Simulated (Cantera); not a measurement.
# Thermodynamics of halide evaporation, hydrolysis and transport, feed FeCl3 + O2 + H2

Feed: 1 mol FeCl3, 1.1 mol O2, a varied amount of H2, held at 7.50 Torr.

Cantera equilibrium calculation (NASA polynomials, part measured and part estimated; ideal gas, pure solids and liquids). Candidate condensed phases: Fe, FeCl2, FeCl3, FeO, Fe(OH)2, Fe(OH)3, Fe2O3, Fe3O4, H2O; 22 gas species. Mutual solubility and eutectic melting of coexisting phases are not modelled. The tables' stoichiometric FeO is somewhat more stable than real wüstite, so its field is too wide. FeO: taken at fixed stoichiometry. The numbers say what is thermodynamically allowed, not how fast it happens.

Map the stable condensed phases over T = 1123, 1198, 1273, 1348, 1423, 1498, 1573, 1648, 1723, 1798, 1873, 1948, 2023, 2098 K and n(H2) in mol = 3.3, 4.6, 6.3, 8.8, 12, 17, 23, 32, 44, 61.


```
T in K \ n(H2) in mol
         3.3 4.6 6.3 8.8  12  17  23  32  44  61
   2098    A   A   B   B   B   B   B   B   B   B
   2023    A   A   A   B   B   B   B   B   B   B
   1948    A   A   A   C   C   C   C   C   B   B
   1873    A   A   A   C   C   C   C   C   C   C
   1798    A   A   A   C   C   C   C   C   C   C
   1723    A   A   A   C   C   C   C   C   C   C
   1648    A   A   A   C   C   C   C   C   C   C
   1573    A   A   A   C   C   C   C   C   C   C
   1498    A   A   A   C   C   C   C   C   C   C
   1423    A   A   A   D   C   C   C   C   C   C
   1348    A   A   A   D   C   C   C   C   C   C
   1273    A   A   A   D   C   C   C   C   C   C
   1198    A   A   A   D   C   C   C   C   C   C
   1123    A   A   A   A   D   C   C   C   C   C
```
A: FeO; B: gas only; C: Fe; D: Fe + FeO.
